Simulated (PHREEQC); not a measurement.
A solution holds 0.043 mol/kgw HF, 0.00063 mol/kgw NH4F and 0.0002 mol/kgw H4SiO4, at 75 °C. It is in equilibrium with CO2 at log p = -3.4 (atm). Otherwise closed; pH follows from the charge balance.

All values are PHREEQC results (ion-association model, wateq4f.dat), not measurements.

```csv
quantity,before,after
pH,2.50,2.51
ionic strength (mol/kgw),0.00426,0.00395
HF (mol/kgw),0.0372,0.0380
F- (mol/kgw),0.00315,0.00334
HF2- (mol/kgw),0.000510,0.000551
H4SiO4 (mol/kgw),7.75e-8,6.41e-9
SI of Quartz (SiO2),-3.76,-4.84
```

Q: Name the change that produced these shifts.
A. NH4F left out
B. NH4F replaced by NH4HCO3 at the same molality
C. temperature from 75 to 80 °C
D. HF left out
E. H4SiO4 from 0.0002 to 2e-05 mol/kgw

A: E, H4SiO4 from 0.0002 to 2e-05 mol/kgw

Precipitation was switched off in this run. Constants without temperature data keep their 25 °C values here. SiF6-2 is the database's only silicon fluoride.
